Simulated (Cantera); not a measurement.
A perfectly stirred reactor is fed with H2 : O2 = 0.13 : 1 (molar parts), equivalence ratio 0.065, at 20.0 Torr; it is held at 1175 K, and followed from long to short residence time.

Cantera simulation using the H2/O2 subset of GRI-Mech 3.0, which has no nitrogen chemistry; the numbers are that mechanism's predictions, not measurements. Radical loss at walls, strong at low pressure, is not modelled. The temperature is held fixed by assumption; the heat of reaction is taken as removed at once.

Q: What does this change do: temperature 1175 to 998 K?

A: 
```
quantity                before     after
--------------------  --------  --------
x(H2) at τ = 9.60 s    6.09e-5  0.000183
x(O2) at τ = 9.60 s      0.877     0.878
x(H) at τ = 9.60 s     1.03e-5   6.49e-6
x(OH) at τ = 9.60 s   0.000458  0.000159
x(O) at τ = 9.60 s    0.000263  0.000131
x(H2) at τ = 95.0 ms   0.00105   0.00275
x(O2) at τ = 95.0 ms     0.872     0.875
x(H) at τ = 95.0 ms   0.000989  0.000635
x(OH) at τ = 95.0 ms   0.00217  0.000906
x(O) at τ = 95.0 ms    0.00533   0.00228
```

Q: What does this change do: O2 1 to 3 parts?

A: 
```
quantity                before     after
--------------------  --------  --------
x(H2) at τ = 9.60 s    6.09e-5   2.85e-5
x(O2) at τ = 9.60 s      0.877     0.957
x(H) at τ = 9.60 s     1.03e-5   5.66e-6
x(OH) at τ = 9.60 s   0.000458  0.000274
x(O) at τ = 9.60 s    0.000263  0.000267
x(H2) at τ = 95.0 ms   0.00105  0.000436
x(O2) at τ = 95.0 ms     0.872     0.952
x(H) at τ = 95.0 ms   0.000989  0.000494
x(OH) at τ = 95.0 ms   0.00217   0.00128
x(O) at τ = 95.0 ms    0.00533   0.00495
```
